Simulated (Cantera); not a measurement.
# Tantalum, niobium, vanadium and zirconium in process gases: Ta + O2 + N2 + NH3

Feed: 1 mol Ta, 2.1 mol O2, 7.7 mol N2, 0.31 mol NH3, equilibrated at 0.00128 Torr.

Cantera equilibrium calculation (NASA polynomials, part measured and part estimated; ideal gas, pure solids and liquids). Candidate condensed phases: H2O, Ta, Ta2O5; 27 gas species. Kinetics and transport are ignored.

| T (K) | log p N2 | log p O2 | log p H2O | log p O | log p H | log p OH | log p H2 | n Ta2O5(s) |
|---|---|---|---|---|---|---|---|---|
| 1025 | -5.83 | -6.93 | -7.05 | -12.95 | -15.03 | -11.32 | -13.33 | 0.500 |
| 1100 | -5.83 | -6.93 | -7.05 | -12.07 | -13.82 | -10.76 | -12.47 | 0.500 |
| 1175 | -5.83 | -6.93 | -7.05 | -11.30 | -12.77 | -10.26 | -11.71 | 0.500 |
| 1250 | -5.83 | -6.93 | -7.05 | -10.63 | -11.84 | -9.83 | -11.05 | 0.500 |
| 1325 | -5.83 | -6.93 | -7.05 | -10.03 | -11.02 | -9.45 | -10.46 | 0.500 |
| 1400 | -5.83 | -6.93 | -7.06 | -9.49 | -10.28 | -9.10 | -9.93 | 0.500 |
| 1475 | -5.83 | -6.93 | -7.06 | -9.01 | -9.62 | -8.80 | -9.46 | 0.500 |
| 1550 | -5.83 | -6.94 | -7.07 | -8.58 | -9.02 | -8.52 | -9.04 | 0.500 |
| 1625 | -5.83 | -6.95 | -7.09 | -8.18 | -8.49 | -8.28 | -8.67 | 0.500 |
| 1700 | -5.83 | -6.96 | -7.13 | -7.83 | -8.01 | -8.08 | -8.35 | 0.500 |
log p: log10 of the partial pressure in bar; n: condensed amount in mol.

From 1025 K to 1700 K the condensed part is Ta2O5(s).
